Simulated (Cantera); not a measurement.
A Cantera script and what it prints.

```python
import numpy as np
import cantera as ct

gas_names = [...]  # 136 gases of nasa_gas.yaml made of C, H, N, O
cond_names = """
    C(gr) C6H6(L) C7H8(L) C8H18(L),n-octa H2O(s) H2O(L)
""".split()


# ... load() reads the species with a 1 bar reference pressure and builds the phases ...
atoms = {
    'C6H6': {'C': 6, 'H': 6},
    'O2': {'O': 2},
    'N2': {'N': 2},
}
top_T = {'C(gr)': 4500}  # K; cautious upper limits of use, not melting points


# ... equilibrate(T, P, feed) seeds the gas with the atoms and calls Mixture.equilibrate('TP', solver="vcs", rtol=1e-11, max_steps=5000) ...
results = []
feed = {'C6H6': 1, 'O2': 1.9, 'N2': 12}  # mol
T = 1525  # K
P = 101325  # Pa
mix = equilibrate(T, P, feed)
results.append((T, P, feed, dict(zip(mix.species_names, mix.species_moles))))
print(gas.report(threshold=0.0001))
for i in range(1, mix.n_phases):
    print(f"{mix.phase(i).name:16s} {mix.phase_moles(i):12.5e} mol")
```

Output:

```
       temperature   1525 K
          pressure   1.0132e+05 Pa
           density   0.19077 kg/m^3
  mean mol. weight   23.872 kg/kmol
   phase of matter   gas

                          1 kg             1 kmol
                     ---------------   ---------------
          enthalpy        6.9982e+05        1.6706e+07  J
   internal energy        1.6868e+05        4.0269e+06  J
           entropy             10103        2.4117e+05  J/K
    Gibbs function       -1.4707e+07       -3.5108e+08  J
 heat capacity c_p            1447.3             34552  J/K
 heat capacity c_v            1099.1             26237  J/K

                      mass frac. Y      mole frac. X     chem. pot. / RT
                     ---------------   ---------------   ---------------
                CO           0.23708           0.20206           -37.119
               HCN        0.00045374        0.00040079           -25.708
                H2          0.013446           0.15922           -20.475
                N2           0.74889           0.63817           -26.499
     [ +132 minor]        0.00012866        0.00014939

C(gr)             2.19245e+00 mol
```

These are equilibrium values from Cantera (NASA tables, ideal gas, pure condensed phases), not measurements of a reactor.
